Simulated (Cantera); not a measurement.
Feed: 1 mol SiH₂Cl₂, 20 mol H₂O, equilibrated at 1452 °C and 10000 Pa.

These are equilibrium values from Cantera (NASA tables, ideal gas, pure condensed phases), not measurements of a reactor. Candidate condensed phases: H₂O, Si, SiO₂; 30 gas species. The tables hold silica as quartz up to 1696 K and as liquid above; real silica turns to tridymite and cristobalite and melts near 1996 K. Gases not in the tables: Si(OH)₄. The numbers say what is thermodynamically allowed, not how fast it happens.

### Question
What is the equilibrium state?

### Answer
```
Property                             Result
--------------------------------  ---------
x(H₂O)                                0.818
x(H₂)                                0.0909
x(HCl)                               0.0908
x(H)                               0.000177
x(Cl)                              0.000137
x(OH)                               8.78e-5
n(SiO₂(condensed))                1.000 mol
gas amount                        22.00 mol
log10 activity of Si(l) (absent)     -11.03
```
